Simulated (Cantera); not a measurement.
Feed: 1 mol Si, 0.029 mol H2O, held at 1330 Pa.

Equilibrium computed with Cantera from the NASA thermochemical tables; the gas is ideal and each condensed phase is pure. Candidate condensed phases: H2O, Si, SiO2; 18 gas species. Mutual solubility and eutectic melting of coexisting phases are not modelled. The tables hold silica as quartz up to 1696 K and as liquid above; real silica turns to tridymite and cristobalite and melts near 1996 K. Kinetics and transport are ignored. All values below are at 1173 K.

Base state: H2 1.000, SiO 1.82e-5 (mole fractions); condensed: Si(s) + SiO2(β-quartz).

Question: What changes in the equilibrium state with this change: Si replaced by B?

Answer: 
```csv
species,before,after
H2,1.000,0.999
B3O3H3,0,0.000784
HBO,0,0.000317
SiO,1.82e-5,0
"Si(s), mol",0.986,0
"SiO2(β-quartz), mol",0.0145,0
"B(s), mol",0,0.981
"B2O3(l), mol",0,0.00964
```
Further candidate phases: B, B2O3, B3O3H3.
